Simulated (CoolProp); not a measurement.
The fluid at 317.59 K and 0.00995 MPa (gas) is heated at constant pressure to 392.3 K. The same conditions are run with several fluids, on thermodynamics alone (safety and materials aside).

Values from CoolProp's reference Helmholtz-energy equation of state of each fluid (the fluoroketone C6F12O (FK-5-1-12): McLinden 2015; hydrogen sulfide: Lemmon 2006; R1336mzz(E): Akasaka 2023; chlorine: Thol 2021; R410A: Lemmon 2003). Blends and air are pseudo-pure fits.

Problem. Rank the fluoroketone C6F12O (FK-5-1-12), hydrogen sulfide, R1336mzz(E), chlorine, R410A by heat (kJ/kg), highest first.

Solution. hydrogen sulfide (76.5), the fluoroketone C6F12O (FK-5-1-12) (68.1), R410A (66.8), R1336mzz(E) (64.9), chlorine (36.7)

| fluid | final density (kg/m³) |
|---|---|
| the fluoroketone C6F12O (FK-5-1-12) | 0.967 |
| hydrogen sulfide | 0.104 |
| R1336mzz(E) | 0.501 |
| chlorine | 0.216 |
| R410A | 0.222 |
